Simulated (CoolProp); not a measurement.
Saturation properties of 1-butene (Tc = 419.3 K, pc = 4006 kPa, ω = 0.192).

Values from CoolProp's reference Helmholtz-energy equation of state, Lemmon 2005. It is a short technical equation, of lower accuracy than the large ones.

```tsv
T (K)	p (kPa)	liquid density (kg/m³)	vapour density (kg/m³)	liquid cp (kJ/(kg K))	surface tension (mN/m)
295.2	271.5	591.9	6.759	2.294	12.4
299.1	305.9	587.0	7.571	2.314	11.9
303.1	344.4	581.9	8.482	2.336	11.4
307.1	386.6	576.8	9.476	2.358	10.9
311.1	432.4	571.5	10.56	2.381	10.4
315	480.9	566.3	11.71	2.405	9.94
319	534.8	560.9	12.99	2.430	9.47
323	593.0	555.4	14.38	2.456	9.00
```

It boils at 266.8 K under 1 atm.

Surface tension comes from a separate correlation (Mulero 2012).
